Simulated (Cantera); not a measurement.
## B2O3 + H2 (boron, boron nitride and boron oxide)

Charge: 1 mol B2O3, a varied amount of H2, at 1998.15 K and 750 Torr.

Method: chemical equilibrium by Gibbs-energy minimisation in Cantera with the NASA 1993 tables (ideal gas, pure condensed phases). Candidate condensed phases: B, B2O3, B3O3H3, H2O; 23 gas species. The numbers say what is thermodynamically allowed, not how fast it happens.

From 4.2 mol H2 to 8.1 mol H2 the condensed part is B2O3(l). From 11 mol H2 to 57 mol H2 nothing is condensed. The main B-bearing gas is B2O3 at 4.2 mol H2 and HBO at 57 mol H2.

```csv
n(H2) (mol),x H2,x HBO2,x HBO,x B2O3,x B2O2,x H2O,x H,n B2O3(l)
4.2,0.861,0.0441,0.0418,0.0403,0.00554,0.00501,0.00149,0.587
5.9,0.861,0.0441,0.0418,0.0403,0.00554,0.00501,0.00149,0.420
8.1,0.861,0.0441,0.0418,0.0403,0.00554,0.00501,0.00149,0.204
11,0.869,0.0417,0.0403,0.0365,0.00510,0.00497,0.00150,0
16,0.902,0.0318,0.0335,0.0223,0.00340,0.00472,0.00153,0
22,0.924,0.0247,0.0282,0.0142,0.00235,0.00447,0.00154,0
30,0.940,0.0190,0.0236,0.00900,0.00161,0.00419,0.00156,0
41,0.954,0.0144,0.0195,0.00553,0.00109,0.00388,0.00157,0
57,0.964,0.0105,0.0157,0.00322,0.000702,0.00354,0.00158,0
```
x: gas mole fraction; n: condensed amount in mol.
